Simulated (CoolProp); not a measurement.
Vapour-liquid equilibrium of R143a (1) + R134a (2) at -73.75 °C; x and y are mole fractions of (1).

The numbers come from the multi-fluid Helmholtz-energy mixture model, Lemmon and Jacobsen 2000 and Tillner-Roth 1994; pair parameters Lemmon 2004 in CoolProp.

Question: Give the bubble pressure and the first vapour's composition at x = 0.2, 0.275, 0.95. Is there an azeotrope?

Answer: x = 0.2: 0.09498 bar, y = 0.491; x = 0.275: 0.1082 bar, y = 0.595; x = 0.95: 0.2282 bar, y = 0.986. No azeotrope shows between x = 0.05 and 0.95.

The pair parameters rest on a limited set of measurements; away from them the model extrapolates.
